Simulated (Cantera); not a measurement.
## Carbon deposition, reforming and gasification: toluene + H2O + H2

Charge: 1 mol toluene, 0.21 mol H2O, 13 mol H2, equilibrated at 1 atm.

Cantera equilibrium calculation (NASA polynomials, part measured and part estimated; ideal gas, pure solids and liquids). Candidate condensed phases: C, C6H6, C7H8, C8H18, H2O; 110 gas species. Rates play no part.

| T (°C) | log p H2 | log p CH4 | log p H2O | log p CO | n C(graphite) |
|---|---|---|---|---|---|
| 227 | -0.53 | -0.16 | -1.68 | -10.30 | 0 |
| 327 | -0.53 | -0.16 | -1.68 | -6.54 | 0 |
| 427 | -0.53 | -0.16 | -1.69 | -3.83 | 0 |
| 527 | -0.25 | -0.37 | -1.79 | -2.92 | 1.85 |
| 627 | -0.10 | -0.70 | -2.02 | -2.31 | 4.09 |
| 727 | -0.04 | -1.09 | -2.46 | -2.02 | 5.57 |
| 827 | -0.01 | -1.47 | -3.00 | -1.94 | 6.25 |
| 927 | -0.01 | -1.81 | -3.51 | -1.92 | 6.54 |
| 1027 | 0.00 | -2.11 | -3.96 | -1.91 | 6.66 |
| 1127 | 0.00 | -2.37 | -4.34 | -1.91 | 6.72 |
| 1227 | 0.00 | -2.59 | -4.68 | -1.91 | 6.75 |
| 1327 | 0.00 | -2.79 | -4.97 | -1.91 | 6.76 |
| 1427 | 0.00 | -2.96 | -5.23 | -1.91 | 6.77 |
| 1527 | 0.00 | -3.11 | -5.46 | -1.91 | 6.77 |
log p: log10 of the partial pressure in bar; n: condensed amount in mol.

From 227 °C to 427 °C nothing is condensed. From 527 °C to 1527 °C the condensed part is C(graphite). The main C-bearing gas is CH4 at 227 °C and CO at 1527 °C.
